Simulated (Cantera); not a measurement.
**Premixed flame**

A freely propagating, adiabatic, planar premixed flame of 38.6 % H₂, 12.9 % O₂, 48.3 % N₂, 0.266 % H₂O, equivalence ratio 1.5, unburnt at 600 K and 4.93 atm; mixture-averaged transport, grid criteria slope 0.08 and curve 0.16, no radiation.

Detailed kinetics in Cantera: the H2/O2 subset of GRI-Mech 3.0, which has no nitrogen chemistry. The hydrogen kinetics of GRI-Mech 3.0 are dated; newer H2 mechanisms differ, most at raised pressure. Burning velocities carry a grid error of a few per cent, more on coarse grids.

```json
[
 {"z (mm)": "-0.168", "T (K)": "600", "u (m/s)": "9.22", "x H₂": "0.386", "x O₂": "0.129", "x H₂O": "0.00266", "x HO₂": "<1e-8", "x H": "<1e-8", "x H₂O₂": "<1e-8"},
 {"z (mm)": "-0.112", "T (K)": "600", "u (m/s)": "9.22", "x H₂": "0.386", "x O₂": "0.129", "x H₂O": "0.00266", "x HO₂": "<1e-8", "x H": "<1e-8", "x H₂O₂": "<1e-8"},
 {"z (mm)": "-0.0838", "T (K)": "600", "u (m/s)": "9.22", "x H₂": "0.386", "x O₂": "0.129", "x H₂O": "0.00266", "x HO₂": "<1e-8", "x H": "<1e-8", "x H₂O₂": "<1e-8"},
 {"z (mm)": "-0.0559", "T (K)": "600", "u (m/s)": "9.22", "x H₂": "0.386", "x O₂": "0.129", "x H₂O": "0.00267", "x HO₂": "9.14e-7", "x H": "<1e-8", "x H₂O₂": "<1e-8"},
 {"z (mm)": "-0.0279", "T (K)": "633", "u (m/s)": "9.62", "x H₂": "0.378", "x O₂": "0.129", "x H₂O": "0.00385", "x HO₂": "0.000478", "x H": "9.15e-5", "x H₂O₂": "9.18e-6"},
 {"z (mm)": "-0.0140", "T (K)": "903", "u (m/s)": "13.3", "x H₂": "0.340", "x O₂": "0.123", "x H₂O": "0.0275", "x HO₂": "0.000719", "x H": "0.00454", "x H₂O₂": "5.53e-5"},
 {"z (mm)": "0", "T (K)": "1360", "u (m/s)": "19.4", "x H₂": "0.255", "x O₂": "0.0887", "x H₂O": "0.105", "x HO₂": "0.000323", "x H": "0.0267", "x H₂O₂": "1.79e-5"},
 {"z (mm)": "0.0140", "T (K)": "1693", "u (m/s)": "23.8", "x H₂": "0.174", "x O₂": "0.0394", "x H₂O": "0.198", "x HO₂": "0.000130", "x H": "0.0508", "x H₂O₂": "3.88e-6"},
 {"z (mm)": "0.0279", "T (K)": "1864", "u (m/s)": "26.1", "x H₂": "0.140", "x O₂": "0.0149", "x H₂O": "0.244", "x HO₂": "4.69e-5", "x H": "0.0577", "x H₂O₂": "2.25e-6"},
 {"z (mm)": "0.0559", "T (K)": "2022", "u (m/s)": "28.0", "x H₂": "0.129", "x O₂": "0.00423", "x H₂O": "0.266", "x HO₂": "1.29e-5", "x H": "0.0512", "x H₂O₂": "1.23e-6"},
 {"z (mm)": "0.112", "T (K)": "2165", "u (m/s)": "29.7", "x H₂": "0.132", "x O₂": "0.00197", "x H₂O": "0.275", "x HO₂": "5.93e-6", "x H": "0.0379", "x H₂O₂": "6.85e-7"},
 {"z (mm)": "0.224", "T (K)": "2283", "u (m/s)": "31.1", "x H₂": "0.136", "x O₂": "0.00102", "x H₂O": "0.282", "x HO₂": "3.01e-6", "x H": "0.0258", "x H₂O₂": "4.04e-7"},
 {"z (mm)": "0.447", "T (K)": "2372", "u (m/s)": "32.1", "x H₂": "0.139", "x O₂": "0.000450", "x H₂O": "0.289", "x HO₂": "1.29e-6", "x H": "0.0164", "x H₂O₂": "2.29e-7"}
]
```
x: mole fraction of selected species; z is measured from the peak of heat release.

The laminar burning velocity comes out as 922 cm/s and the thermal thickness comes out as 0.0559 mm. The peak x(HO₂) is 0.000927. The peak x(H) is 0.0577 and the peak x(H₂O₂) comes out as 5.53e-5. The grid points is 114.
